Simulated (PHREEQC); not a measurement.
2.6 g of hydrous ferric oxide (600 m²/g; 0.2 weak and 0.005 strong sites per Fe, Dzombak-Morel constants, diffuse double layer) in 1 kg of water with 0.05 mol/kgw of an inert sodium salt and 6.1e-06 mol ZnCl2, at 25 °C; the pH is set by adding NaOH or the inert anion's acid. O2 is buffered at 0.21 atm. The system is closed to CO2. Nothing may precipitate in this run.

Base run: PHREEQC, ion-association model, wateq4f.dat. Each further column changes one thing. The table gives surface charge σ (C/m²).

```json
[
 {"pH": "4", "base": "0.296", "background salt from 0.05 to 0.005 mol/kgw": "0.195", "oxide from 2.6 to 13 g/kgw": "0.303", "0.023 mol/kgw NaF added": "0.061"},
 {"pH": "5", "base": "0.182", "background salt from 0.05 to 0.005 mol/kgw": "0.095", "oxide from 2.6 to 13 g/kgw": "0.187", "0.023 mol/kgw NaF added": "0.049"},
 {"pH": "6", "base": "0.089", "background salt from 0.05 to 0.005 mol/kgw": "0.038", "oxide from 2.6 to 13 g/kgw": "0.091", "0.023 mol/kgw NaF added": "0.029"},
 {"pH": "7", "base": "0.034", "background salt from 0.05 to 0.005 mol/kgw": "0.013", "oxide from 2.6 to 13 g/kgw": "0.035", "0.023 mol/kgw NaF added": "0.009"},
 {"pH": "8", "base": "0.003", "background salt from 0.05 to 0.005 mol/kgw": "0.001", "oxide from 2.6 to 13 g/kgw": "0.003", "0.023 mol/kgw NaF added": "-0.010"},
 {"pH": "9", "base": "-0.026", "background salt from 0.05 to 0.005 mol/kgw": "-0.009", "oxide from 2.6 to 13 g/kgw": "-0.026", "0.023 mol/kgw NaF added": "-0.035"},
 {"pH": "10", "base": "-0.074", "background salt from 0.05 to 0.005 mol/kgw": "-0.031", "oxide from 2.6 to 13 g/kgw": "-0.076", "0.023 mol/kgw NaF added": "-0.086"},
 {"pH": "11", "base": "-0.159", "background salt from 0.05 to 0.005 mol/kgw": "-0.084", "oxide from 2.6 to 13 g/kgw": "-0.164", "0.023 mol/kgw NaF added": "-0.176"},
 {"pH": "12", "base": "-0.282", "background salt from 0.05 to 0.005 mol/kgw": "-0.220", "oxide from 2.6 to 13 g/kgw": "-0.289", "0.023 mol/kgw NaF added": "-0.295"}
]
```
